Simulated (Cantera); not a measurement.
Mixture: 16.2 % H2, 17.6 % O2, 66.2 % N2, equivalence ratio 0.46, at 5.00 bar, adiabatic and at constant pressure. Ignition delay is the time to a rise of 400 K.

Model: the H2/O2 subset of GRI-Mech 3.0, which has no nitrogen chemistry, integrated in Cantera. The hydrogen kinetics of GRI-Mech 3.0 are dated; newer H2 mechanisms differ, most at raised pressure.

Question: Predict: delay at 950 K; delay at 1100 K; delay at 1250 K; delay at 1400 K; apparent activation energy between 1325 and 1475 K.

Answer: 
```json
{
 "delay at 950 K": "61.6 ms",
 "delay at 1100 K": "0.607 ms",
 "delay at 1250 K": "10.4 µs",
 "delay at 1400 K": "4.64 µs",
 "apparent activation energy between 1325 and 1475 K": "63 kJ/mol"
}
```
